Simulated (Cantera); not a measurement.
A closed system holds: 1 mol Al₂O₃, 520 mol H₂, 1.3 mol N₂, equilibrated at 1 atm.

Cantera equilibrium calculation (NASA polynomials, part measured and part estimated; ideal gas, pure solids and liquids). Candidate condensed phases: Al, AlN, Al₂O₃, H₂O; 35 gas species. The numbers say what is thermodynamically allowed, not how fast it happens. All values below are at 925 °C.

Base state: H₂ 0.998, N₂ 0.00249 (mole fractions); condensed: Al₂O₃(s).

Problem. What changes in the equilibrium state with this change: Al₂O₃ replaced by Fe₃O₄?

Solution. 
```
species         before    after
-------------  -------  -------
H₂               0.998    0.990
H₂O            4.97e-7  0.00767
N₂             0.00249  0.00249
Al₂O₃(s), mol    1.000        0
Fe(γ), mol           0     3.00
```
Further candidate phases: Fe, FeO, Fe(OH)₂, Fe(OH)₃, Fe₂O₃, Fe₃O₄.
